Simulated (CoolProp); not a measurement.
A simple Rankine cycle with water: condensing at 316.15 K, boiler at 0.115 MPa, turbine inlet 378.8 K, turbine efficiency 0.85, pump efficiency 0.6, no recuperator. Each further row changes one setting.

Model: reference Helmholtz-energy equation of state, Wagner 2002, in CoolProp.

| case | thermal efficiency (%) | net work (kJ/kg) | heat in (kJ/kg) | turbine exit temperature (K) | volume ratio over the turbine |
|---|---|---|---|---|---|
| as stated | 13.0 | 326 | 2510 | 316.2 | 10.2 |
| turbine inlet 398.8 K | [?] | 332 | 2550 | 316.2 | [?] |
| condensing temperature 308.15 K | [?] | 372 | 2540 | 308.1 | 15.1 |
| boiler pressure 0.0805 MPa | 11.3 | 283 | 2510 | 316.2 | 7.27 |
| turbine efficiency 0.75 | [?] | [?] | 2510 | 316.2 | 10.4 |

Task: What belongs in the gaps?

Result: 
- turbine inlet 398.8 K, thermal efficiency (%): 13.1
- turbine inlet 398.8 K, volume ratio over the turbine: 9.82
- condensing temperature 308.15 K, thermal efficiency (%): 14.7
- turbine efficiency 0.75, thermal efficiency (%): 11.5
- turbine efficiency 0.75, net work (kJ/kg): 288

The expansion ends wet for: as stated; turbine inlet 398.8 K; condensing temperature 308.15 K; boiler pressure 0.0805 MPa; turbine efficiency 0.75.
